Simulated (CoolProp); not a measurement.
Computed with CoolProp (reference Helmholtz-energy equation of state, Akasaka 2020).

**Question.** For R1123, give the phase and the cv (kJ/(kg K)) at 374.4 K and 0.284 MPa; 374.4 K and 1.14 MPa.

**Answer.** 
- 374.4 K and 0.284 MPa: gas; cv 0.863
- 374.4 K and 1.14 MPa: gas; cv 0.872
